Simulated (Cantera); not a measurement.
# Premixed flame

A freely propagating, adiabatic, planar premixed flame of 27.0 % H₂, 15.3 % O₂, 57.7 % N₂, equivalence ratio 0.88, unburnt at 723 K and 1.01 bar; mixture-averaged transport, grid criteria slope 0.08 and curve 0.16, no radiation.

Model: the H2/O2 subset of GRI-Mech 3.0, which has no nitrogen chemistry, integrated in Cantera. Burning velocities carry a grid error of a few per cent, more on coarse grids.

```
z (mm)  T (K)  u (m/s)    x H₂    x O₂     x H₂O     x HO₂       x O      x OH
------  -----  -------  ------  ------  --------  --------  --------  --------
-1.50     723     9.90   0.270   0.153     <1e-8     <1e-8     <1e-8     <1e-8
-1.00     723     9.90   0.270   0.153     <1e-8     <1e-8     <1e-8     <1e-8
-0.751    723     9.90   0.270   0.153     <1e-8   1.51e-8     <1e-8     <1e-8
-0.500    723     9.90   0.270   0.153   1.52e-7   1.30e-6   1.14e-8     <1e-8
-0.250    733     10.0   0.267   0.153  0.000573  0.000180   1.23e-5   4.22e-5
-0.125    875     11.8   0.240   0.149    0.0143  0.000168  0.000461  0.000683
0        1280     16.6   0.132   0.108     0.102   8.49e-5   0.00734   0.00486
0.125    1588     20.3  0.0519  0.0545     0.193   3.86e-5    0.0157    0.0123
0.250    1736     22.1  0.0399  0.0428     0.213   2.60e-5    0.0164    0.0159
0.500    1898     23.9  0.0374  0.0382     0.225   1.86e-5    0.0144    0.0187
1.00     2064     25.6  0.0339  0.0344     0.238   1.28e-5    0.0113    0.0204
2.00     2222     27.3  0.0283  0.0307     0.252   8.41e-6   0.00809    0.0205
4.00     2358     28.6  0.0216  0.0274     0.267   5.86e-6   0.00526    0.0190
```
x: mole fraction of selected species; z is measured from the peak of heat release.

* **laminar burning velocity**: 990 cm/s
* **thermal thickness**: 0.500 mm
* **peak x(HO₂)**: 0.000218
* **peak x(O)**: 0.0166
* **peak x(OH)**: 0.0207
* **grid points**: 137
